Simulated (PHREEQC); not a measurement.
A solution holds 72 mmol/kgw Pb(NO3)2, 0.38 mmol/kgw CaCl2 and 0.92 mmol/kgw NaHCO3, at 25 °C. Closed to the air; pH follows from the charge balance.

All values are PHREEQC results (ion-association model, phreeqc.dat), not measurements.

```tsv
quantity	before	after
pH	5.26	8.19
ionic strength (mol/kgw)	0.167	0.00205
Cl- (mol/kgw)	0.000483	0.000760
CO2 (mol/kgw)	0.000351	1.24e-5
HCO3- (mol/kgw)	3.92e-5	0.000893
NaHCO3 (mol/kgw)	1.12e-8	4.18e-7
SI of Halite (NaCl)	-8.18	-7.77
```

Q: What was changed between the two runs?
A) NaHCO3 from 0.00092 to 0.00184 mol/kgw
B) CaCl2 replaced by LiCl at the same molality
C) Pb(NO3)2 left out
D) Pb(NO3)2 from 0.072 to 0.0648 mol/kgw
E) Pb(NO3)2 from 0.072 to 0.0072 mol/kgw

A: C, Pb(NO3)2 left out

No solid was allowed to form. Some of these states are supersaturated (in Cerussite, Pb(OH)2, for instance).
